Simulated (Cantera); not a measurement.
Input (Python, Cantera):

```python
import numpy as np
import cantera as ct

gas = ct.Solution("gri30.yaml")
gas.TPX = 673, 500000, {'CH4': 1.3, 'O2': 4.55, 'N2': 17.1, 'H2O': 1.6}
inlet = ct.Reservoir(gas, clone=True)
gas.equilibrate("HP")  # start burning
reactor = ct.IdealGasConstPressureReactor(gas, energy="on", clone=False)
exhaust = ct.Reservoir(gas, clone=True)
tau = [0.18, 0.08, 0.036, 0.016, 0.0072, 0.0032, 0.0014, 0.00065, 0.00029, 0.00013, 5.8e-05][0]
for a, b in ((inlet, reactor), (reactor, exhaust)):
    ct.MassFlowController(a, b, mdot=lambda t: reactor.mass / tau)
net = ct.ReactorNet([reactor])
show = ['CH4', 'O2', 'H2O', 'HCN', 'HO2', 'C2H2', 'H']

rows = []
print(f"{'tau/s':>10s}{'T/K':>9s}" + "".join(f"{s:>11s}" for s in show))
for tau in [0.18, 0.08, 0.036, 0.016, 0.0072, 0.0032, 0.0014, 0.00065, 0.00029, 0.00013, 5.8e-05]:
    net.initial_time = 0.0
    net.advance(30 * tau)
    before = gas.X
    net.advance(40 * tau)
    drift = np.max(np.abs(gas.X - before) / (gas.X + 1e-9))
    rows.append([gas.T, *gas[show].X, drift])
    print(f"{tau:10.3e}{gas.T:9.1f}" + "".join(f"{x:11.3e}" for x in gas[show].X))
```

Output:

```
     tau/s      T/K        CH4         O2        H2O        HCN        HO2       C2H2          H
 1.800e-01   1821.8  2.713e-06  7.929e-02  1.707e-01  4.044e-09  1.389e-06  3.758e-10  1.172e-06
 8.000e-02   1821.2  5.546e-06  7.931e-02  1.707e-01  4.560e-09  1.592e-06  1.427e-09  1.599e-06
 3.600e-02   1820.1  1.062e-05  7.934e-02  1.706e-01  5.535e-09  2.004e-06  4.450e-09  2.518e-06
 1.600e-02   1818.1  1.953e-05  7.939e-02  1.705e-01  7.372e-09  2.823e-06  1.170e-08  4.535e-06
 7.200e-03   1815.0  3.442e-05  7.950e-02  1.703e-01  1.055e-08  4.328e-06  2.601e-08  8.772e-06
 3.200e-03   1809.6  6.042e-05  7.971e-02  1.700e-01  1.592e-08  7.094e-06  5.239e-08  1.785e-05
 1.400e-03   1800.3  1.078e-04  8.013e-02  1.695e-01  2.469e-08  1.216e-05  9.959e-08  3.725e-05
 6.500e-04   1785.7  1.895e-04  8.090e-02  1.688e-01  3.747e-08  2.051e-05  1.772e-07  7.271e-05
 2.900e-04   1758.4  3.684e-04  8.256e-02  1.676e-01  5.878e-08  3.684e-05  3.490e-07  1.397e-04
 1.300e-04   1691.3  1.002e-03  8.745e-02  1.649e-01  8.610e-08  7.959e-05  1.229e-06  2.205e-04
 5.800e-05    673.0  5.295e-02  1.853e-01  6.517e-02 -5.810e-22  1.980e-15 -6.150e-20  8.475e-25
```

Model: GRI-Mech 3.0 (53 species, 325 reactions), integrated in Cantera.
